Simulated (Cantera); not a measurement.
A Cantera script and its output.

```python
import numpy as np
import cantera as ct

gas = ct.Solution("gri30.yaml")
gas.TPX = 1273, 3700, {'CH4': 0.032, 'H2': 1, 'H': 0.016}
inlet = ct.Reservoir(gas, clone=True)

reactor = ct.IdealGasConstPressureReactor(gas, energy="off", clone=False)
exhaust = ct.Reservoir(gas, clone=True)
tau = [1.1, 0.47, 0.21, 0.091, 0.04, 0.018, 0.0078, 0.0034, 0.0015, 0.00066, 0.00029][0]
for a, b in ((inlet, reactor), (reactor, exhaust)):
    ct.MassFlowController(a, b, mdot=lambda t: reactor.mass / tau)
net = ct.ReactorNet([reactor])
show = ['CH4', 'H2', 'H', 'CH3', 'C2H2']

rows = []
print(f"{'tau/s':>10s}{'T/K':>9s}" + "".join(f"{s:>11s}" for s in show))
for tau in [1.1, 0.47, 0.21, 0.091, 0.04, 0.018, 0.0078, 0.0034, 0.0015, 0.00066, 0.00029]:
    net.initial_time = 0.0
    net.advance(30 * tau)
    before = gas.X
    net.advance(40 * tau)
    drift = np.max(np.abs(gas.X - before) / (gas.X + 1e-9))
    rows.append([gas.T, *gas[show].X, drift])
    print(f"{tau:10.3e}{gas.T:9.1f}" + "".join(f"{x:11.3e}" for x in gas[show].X))
```

Output:

```
     tau/s      T/K        CH4         H2          H        CH3       C2H2
 1.100e+00   1273.0  2.708e-02  9.709e-01  1.456e-04  7.877e-05  1.383e-03
 4.700e-01   1273.0  2.758e-02  9.706e-01  2.194e-04  1.206e-04  1.118e-03
 2.100e-01   1273.0  2.804e-02  9.702e-01  3.233e-04  1.802e-04  8.674e-04
 9.100e-02   1273.0  2.844e-02  9.698e-01  4.837e-04  2.724e-04  6.310e-04
 4.000e-02   1273.0  2.872e-02  9.694e-01  7.189e-04  4.064e-04  4.385e-04
 1.800e-02   1273.0  2.885e-02  9.689e-01  1.056e-03  5.941e-04  2.949e-04
 7.800e-03   1273.0  2.879e-02  9.682e-01  1.578e-03  8.720e-04  1.874e-04
 3.400e-03   1273.0  2.855e-02  9.674e-01  2.340e-03  1.249e-03  1.155e-04
 1.500e-03   1273.0  2.814e-02  9.663e-01  3.420e-03  1.721e-03  6.936e-05
 6.600e-04   1273.0  2.766e-02  9.648e-01  4.918e-03  2.255e-03  3.995e-05
 2.900e-04   1273.0  2.729e-02  9.628e-01  6.852e-03  2.723e-03  2.169e-05
```

Computed with Cantera and GRI-Mech 3.0 (53 species, 325 reactions). GRI-Mech 3.0 stops at C3 and has no aromatics, soot or wall deposition, so with more carbon than oxygen in the feed, carbon stays in small species such as C2H2 where larger ones or solid carbon would form. Radical loss at walls, strong at low pressure, is not modelled.
